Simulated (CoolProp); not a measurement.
Dimethyl ether along the isotherm 235.9 K: density (kg/m³) from the reference equation and from simpler models built on Tc = 400.4 K, pc = 5337 kPa, ω = 0.196; each cubic takes its own stable root.

Model: reference Helmholtz-energy equation of state, Wu 2011, in CoolProp.

```
p (kPa)   phase  reference  van der Waals  Redlich-Kwong  Soave-Redlich-Kwong  Peng-Robinson
-------  ------  ---------  -------------  -------------  -------------------  -------------
2220     liquid      754.2          462.2          678.9                692.0          780.5
4450     liquid      756.4          466.3          682.0                694.6          782.9
6670     liquid      758.5          470.0          684.9                697.0          785.2
8890     liquid      760.6          473.4          687.7                699.3          787.4
11100    liquid      762.6          476.5          690.3                701.6          789.5
13300    liquid      764.5          479.3          692.9                703.7          791.6
15600    liquid      766.5          482.1          695.4                705.8          793.6
17800    liquid      768.4          484.6          697.7                707.8          795.5
20000    liquid      770.2          486.9          699.9                709.7          797.4
22200    liquid      772.0          489.1          702.1                711.6          799.2
24500    liquid      773.8          491.3          704.2                713.5          801.0
26700    liquid      775.6          493.2          706.2                715.2          802.6
```
